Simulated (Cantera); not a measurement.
Charge: 1 mol Al(CH3)3, 4.4 mol N2O, 2.4 mol N2, held at 1277 °C and 30.0 Pa.

Method: chemical equilibrium by Gibbs-energy minimisation in Cantera with the NASA 1993 tables (ideal gas, pure condensed phases). Candidate condensed phases: Al, AlN, Al2O3, C, C6H6, C7H8, C8H18, H2O; 148 gas species. The feed counts by its element totals alone. Mutual solubility and eutectic melting of coexisting phases are not modelled. Equilibrium is a limit: real reactors are often held back by kinetics, nucleation or transport.

Base state: N2 0.474, H2 0.315, CO 0.210, H 0.00102, Al 8.97e-5, HCN 2.69e-5 (mole fractions); condensed: AlN(s) + Al2O3(s).

Problem. What changes in the equilibrium state with this change: temperature from 1277 °C to 1777 °C?

Solution. 
| species | before | after |
|---|---|---|
| N2 | 0.474 | 0.457 |
| H2 | 0.315 | 0.268 |
| CO | 0.210 | 0.202 |
| H | 0.00102 | 0.0678 |
| Al | 8.97e-5 | 0.00412 |
| AlO | <1e-9 | 3.89e-5 |
| OH | <1e-9 | 1.57e-5 |
| HCN | 2.69e-5 | 1.72e-8 |
| AlN(s), mol | 0.0650 | 0 |
| Al2O3(s), mol | 0.467 | 0.460 |
The tables' values for AlOH are old estimates; treat these amounts as uncertain.
